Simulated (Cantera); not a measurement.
A Cantera script and what it prints.

```python
import numpy as np
import cantera as ct

gas_names = """
    Electron Br Br2 H H+ H- HBr HO2 H2 H2+ H2- H2O H2O+ H2O2 H3O+ O O+ O- OH OH+ OH- O2 O2+ O2- O3
""".split()
cond_names = """
    Br2(cr) Br2(L) H2O(s) H2O(L)
""".split()


# ... load() reads the species with a 1 bar reference pressure and builds the phases ...
atoms = {
    'HBr': {'H': 1, 'Br': 1},
    'H2O': {'H': 2, 'O': 1},
    'H2': {'H': 2},
}
top_T = {}  # K; cautious upper limits of use, not melting points


# ... equilibrate(T, P, feed) seeds the gas with the atoms and calls Mixture.equilibrate('TP', solver="vcs", rtol=1e-11, max_steps=5000) ...
results = []
feed = {'HBr': 1, 'H2O': 0.16, 'H2': 12}  # mol
P = 600000  # Pa
for T in [2500, 2750, 3000, 3250, 3500, 3750, 4000, 4250, 4500, 4750, 5000]:
    mix = equilibrate(T, P, feed)
    results.append((T, P, feed, dict(zip(mix.species_names, mix.species_moles))))
    x = sorted(zip(gas.X, gas.species_names), reverse=True)
    print(f"T = {T:g} K  P = {P:g} Pa  gas = {mix.phase_moles(0):.4g} mol")
    print("   x: " + "  ".join(f"{s} {v:.3e}" for v, s in x if v > 0.0001))
    print("   condensed (mol): " + ("  ".join(f"{mix.phase(i).name} {mix.phase_moles(i):.4g}"
          for i in range(1, mix.n_phases) if mix.phase_moles(i) > 1e-12) or "none"))
```

Result:

```
T = 2500 K  P = 600000 Pa  gas = 13.28 mol
   x: H2 9.029e-01  HBr 6.776e-02  H2O 1.203e-02  H 9.753e-03  Br 7.557e-03
   condensed (mol): none
T = 2750 K  P = 600000 Pa  gas = 13.43 mol
   x: H2 8.873e-01  HBr 6.079e-02  H 2.631e-02  Br 1.366e-02  H2O 1.182e-02
   condensed (mol): none
T = 3000 K  P = 600000 Pa  gas = 13.72 mol
   x: H2 8.558e-01  H 5.963e-02  HBr 5.175e-02  Br 2.114e-02  H2O 1.139e-02  OH 2.636e-04
   condensed (mol): none
T = 3250 K  P = 600000 Pa  gas = 14.2 mol
   x: H2 8.010e-01  H 1.173e-01  HBr 4.162e-02  Br 2.877e-02  H2O 1.060e-02  OH 6.152e-04
   condensed (mol): none
T = 3500 K  P = 600000 Pa  gas = 14.96 mol
   x: H2 7.182e-01  H 2.043e-01  Br 3.525e-02  HBr 3.156e-02  H2O 9.274e-03  OH 1.215e-03  O 2.014e-04
   condensed (mol): none
T = 3750 K  P = 600000 Pa  gas = 16.07 mol
   x: H2 6.086e-01  H 3.193e-01  Br 3.965e-02  HBr 2.257e-02  H2O 7.334e-03  OH 2.013e-03  O 6.035e-04
   condensed (mol): none
T = 4000 K  P = 600000 Pa  gas = 17.54 mol
   x: H2 4.821e-01  H 4.518e-01  Br 4.175e-02  HBr 1.526e-02  H2O 4.963e-03  OH 2.718e-03  O 1.431e-03
   condensed (mol): none
T = 4250 K  P = 600000 Pa  gas = 19.28 mol
   x: H 5.844e-01  H2 3.554e-01  Br 4.200e-02  HBr 9.873e-03  OH 2.901e-03  H2O 2.741e-03  O 2.642e-03
   condensed (mol): none
T = 4500 K  P = 600000 Pa  gas = 21.07 mol
   x: H 6.994e-01  H2 2.455e-01  Br 4.123e-02  HBr 6.222e-03  O 3.861e-03  OH 2.477e-03  H2O 1.241e-03
   condensed (mol): none
T = 4750 K  P = 600000 Pa  gas = 22.66 mol
   x: H 7.870e-01  H2 1.618e-01  Br 4.022e-02  O 4.754e-03  HBr 3.905e-03  OH 1.805e-03  H2O 4.911e-04
   condensed (mol): none
T = 5000 K  P = 600000 Pa  gas = 23.89 mol
   x: H 8.473e-01  H2 1.041e-01  Br 3.936e-02  O 5.293e-03  HBr 2.485e-03  OH 1.212e-03  H2O 1.844e-04
   condensed (mol): none
```

These are equilibrium values from Cantera (NASA tables, ideal gas, pure condensed phases), not measurements of a reactor.
